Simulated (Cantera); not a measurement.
What does this Cantera script print?

```python
import numpy as np
import cantera as ct

gas_names = [...]  # 123 gases of nasa_gas.yaml made of C, H, O, Si
cond_names = """
    C(gr) C6H6(L) C7H8(L) C8H18(L),n-octa H2O(s) H2O(L) Si(cr) Si(L) SiC(b) SiO2(Lqz) SiO2(hqz) SiO2(L)
""".split()


# ... load() reads the species with a 1 bar reference pressure and builds the phases ...
atoms = {
    'HMDSO': {'Si': 2, 'C': 6, 'H': 18, 'O': 1},
    'O2': {'O': 2},
}
top_T = {'C(gr)': 4500, 'SiC(b)': 3050}  # K; cautious upper limits of use, not melting points


# ... equilibrate(T, P, feed) seeds the gas with the atoms and calls Mixture.equilibrate('TP', solver="gibbs", rtol=1e-10, max_steps=50000) ...
results = []
feed = {'HMDSO': 1, 'O2': 5.1}  # mol
P = 10000  # Pa
for T in [698, 848, 998, 1148, 1298, 1448, 1598, 1748, 1898, 2048]:
    mix = equilibrate(T, P, feed)
    results.append((T, P, feed, dict(zip(mix.species_names, mix.species_moles))))
    x = sorted(zip(gas.X, gas.species_names), reverse=True)
    print(f"T = {T:g} K  P = {P:g} Pa  gas = {mix.phase_moles(0):.4g} mol")
    print("   x: " + "  ".join(f"{s} {v:.3e}" for v, s in x if v > 1e-06))
    print("   condensed (mol): " + ("  ".join(f"{mix.phase(i).name} {mix.phase_moles(i):.4g}"
          for i in range(1, mix.n_phases) if mix.phase_moles(i) > 1e-12) or "none"))
```

It prints:

```
T = 698 K  P = 10000 Pa  gas = 9.956 mol
   x: H2 3.523e-01  H2O 3.315e-01  CO2 1.856e-01  CH4 1.101e-01  CO 2.056e-02
   condensed (mol): C(gr) 2.852  SiO2(Lqz) 2
T = 848 K  P = 10000 Pa  gas = 13.22 mol
   x: H2 5.507e-01  CO 2.242e-01  CO2 1.146e-01  H2O 9.111e-02  CH4 1.943e-02
   condensed (mol): C(gr) 1.264  SiO2(hqz) 2
T = 998 K  P = 10000 Pa  gas = 14.98 mol
   x: H2 5.578e-01  CO 3.609e-01  H2O 4.167e-02  CO2 3.902e-02  CH4 5.989e-04
   condensed (mol): SiO2(hqz) 2
T = 1148 K  P = 10000 Pa  gas = 15 mol
   x: H2 5.491e-01  CO 3.709e-01  H2O 5.091e-02  CO2 2.910e-02  CH4 1.379e-05
   condensed (mol): SiO2(hqz) 2
T = 1298 K  P = 10000 Pa  gas = 15 mol
   x: H2 5.427e-01  CO 3.773e-01  H2O 5.730e-02  CO2 2.270e-02  H 2.496e-06
   condensed (mol): SiO2(hqz) 2
T = 1448 K  P = 10000 Pa  gas = 15 mol
   x: H2 5.384e-01  CO 3.816e-01  H2O 6.159e-02  CO2 1.841e-02  H 2.139e-05
   condensed (mol): SiO2(hqz) 2
T = 1598 K  P = 10000 Pa  gas = 15 mol
   x: H2 5.354e-01  CO 3.845e-01  H2O 6.453e-02  CO2 1.546e-02  H 1.232e-04  SiO 2.023e-06
   condensed (mol): SiO2(hqz) 2
T = 1748 K  P = 10000 Pa  gas = 15 mol
   x: H2 5.329e-01  CO 3.865e-01  H2O 6.665e-02  CO2 1.338e-02  H 5.274e-04  SiO 6.160e-05  OH 3.849e-06
   condensed (mol): SiO2(L) 1.999
T = 1898 K  P = 10000 Pa  gas = 15.03 mol
   x: H2 5.291e-01  CO 3.872e-01  H2O 6.886e-02  CO2 1.199e-02  H 1.798e-03  SiO 1.028e-03  OH 1.914e-05
   condensed (mol): SiO2(L) 1.985
T = 2048 K  P = 10000 Pa  gas = 15.19 mol
   x: H2 5.130e-01  CO 3.829e-01  H2O 7.684e-02  CO2 1.206e-02  SiO 9.986e-03  H 5.072e-03  OH 8.273e-05  SiO2 5.728e-06
   condensed (mol): SiO2(L) 1.848
```

Cantera equilibrium calculation (NASA polynomials, part measured and part estimated; ideal gas, pure solids and liquids). The feed counts by its element totals alone. The tables hold silica as quartz up to 1696 K and as liquid above; real silica turns to tridymite and cristobalite and melts near 1996 K.
